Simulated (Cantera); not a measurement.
Charge: 1 mol FeCl₂, 0.26 mol HCl, 15 mol N₂, equilibrated at 1575 K and 3.90 Pa.

These are equilibrium values from Cantera (NASA tables, ideal gas, pure condensed phases), not measurements of a reactor. Candidate condensed phases: Fe, FeCl₂, FeCl₃, NH₄Cl; 18 gas species. Rates play no part.

Q: What is the equilibrium state?

A: 
```json
{
  "x(N₂)": "0.919",
  "x(FeCl₂)": "0.0595",
  "x(HCl)": "0.0151",
  "x(Cl)": "0.00437",
  "x(Fe)": "0.00179",
  "x(H₂)": "0.000335",
  "x(H)": "0.000122",
  "x(FeCl)": "1.07e-5",
  "gas_amount": "16.33 mol",
  "log10 activity of Fe(γ) (absent)": "-0.99",
  "log10 activity of FeCl₂(l) (absent)": "-6.45"
}
```
